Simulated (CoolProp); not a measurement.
A single-stage vapour-compression cycle with n-perfluorobutane: evaporating at 292.15 K (dew point), condensing at 356.15 K (bubble point), superheat 2 K, subcooling 0 K, compressor efficiency 0.65, no pressure losses. Each further row changes one setting.

The numbers come from the reference Helmholtz-energy equation of state, Gao 2022 in CoolProp.

```
case                              cooling COP  pressure ratio  discharge temperature (K)  refrigerating effect (kJ/kg)  volumetric capacity (kJ/m³)
--------------------------------  -----------  --------------  -------------------------  ----------------------------  ---------------------------
as stated                               0.718            5.63                      356.2                          14.7                          341
evaporating temperature 297.15 K        0.990            4.77                      356.2                          18.5                          ___
condensing temperature 351.15 K          1.08            5.03                      351.1                           ___                          494
subcooling 5 K                           1.05            5.63                      356.2                           ___                          497
superheat 12 K                           1.02            5.63                      356.2                          23.5                          524
compressor efficiency 0.55              0.608            5.63                      356.2                          14.7                          341
```

**Question.** Complete the blanks.

**Answer.** 
- evaporating temperature 297.15 K, volumetric capacity (kJ/m³): 506
- condensing temperature 351.15 K, refrigerating effect (kJ/kg): 21.2
- subcooling 5 K, refrigerating effect (kJ/kg): 21.3

The compression ends wet for: as stated; evaporating temperature 297.15 K; condensing temperature 351.15 K; subcooling 5 K; superheat 12 K; compressor efficiency 0.55.
